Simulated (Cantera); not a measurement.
Premixed flame

A freely propagating, adiabatic, planar premixed flame of H2 : O2 : N2 = 1 : 0.357 : 1.29 (molar parts), equivalence ratio 1.4, unburnt at 525 K and 750 Torr; unity-Lewis-number transport, grid criteria slope 0.08 and curve 0.16, no radiation.

Model: the H2/O2 subset of GRI-Mech 3.0, which has no nitrogen chemistry, integrated in Cantera. Unity Lewis numbers drop preferential diffusion, which matters most where H2 and H carry the flame. Burning velocities carry a grid error of a few per cent, more on coarse grids.

```tsv
z (mm)	T (K)	u (m/s)	x H2	x O2	x H2O2	x H2O	x OH	x H
-1.05	525	4.57	0.378	0.135	<1e-8	1.46e-8	<1e-8	<1e-8
-0.702	525	4.57	0.378	0.135	<1e-8	4.54e-7	<1e-8	<1e-8
-0.526	525	4.57	0.378	0.135	<1e-8	4.47e-6	<1e-8	<1e-8
-0.351	526	4.58	0.378	0.135	1.35e-7	8.45e-5	<1e-8	<1e-8
-0.175	566	4.92	0.374	0.132	5.37e-6	0.00515	1.80e-5	4.35e-5
-0.0877	834	7.12	0.337	0.115	8.30e-6	0.0445	0.000546	0.00566
0	1294	10.7	0.213	0.0601	2.85e-6	0.155	0.00338	0.0527
0.0877	1578	12.9	0.122	0.0192	1.92e-6	0.234	0.00860	0.0884
0.175	1718	13.8	0.107	0.00983	1.26e-6	0.253	0.0113	0.0849
0.351	1871	14.9	0.109	0.00660	6.78e-7	0.263	0.0128	0.0690
0.702	2028	15.9	0.114	0.00452	3.49e-7	0.272	0.0130	0.0519
1.40	2171	16.9	0.117	0.00275	1.94e-7	0.282	0.0119	0.0369
2.81	2290	17.6	0.119	0.00144	1.15e-7	0.292	0.00965	0.0248
```
x: mole fraction of selected species; z is measured from the peak of heat release.

- laminar burning velocity = 457 cm/s
- thermal thickness = 0.351 mm
- peak x(H2O2) = 9.35e-6
- peak x(OH) = 0.0131
- peak x(H) = 0.0893
- grid points = 123
